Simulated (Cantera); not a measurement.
A freely propagating, adiabatic, planar premixed flame of CH₄ : CO : O₂ : N₂ = 1 : 0.14 : 3.09 : 11.6 (molar parts), equivalence ratio 0.67, unburnt at 323 K and 280000 Pa; mixture-averaged transport, grid criteria slope 0.08 and curve 0.16, no radiation.

Model: GRI-Mech 3.0 (53 species, 325 reactions), integrated in Cantera. Burning velocities carry a grid error of a few per cent, more on coarse grids.

Question: Predict: laminar burning velocity; thermal thickness; peak x(CH₃); peak x(CH₂O).

Answer: 
| Quantity | Value |
|---|---|
| laminar burning velocity | 12.6 cm/s |
| thermal thickness | 0.372 mm |
| peak x(CH₃) | 0.000414 |
| peak x(CH₂O) | 0.000891 |
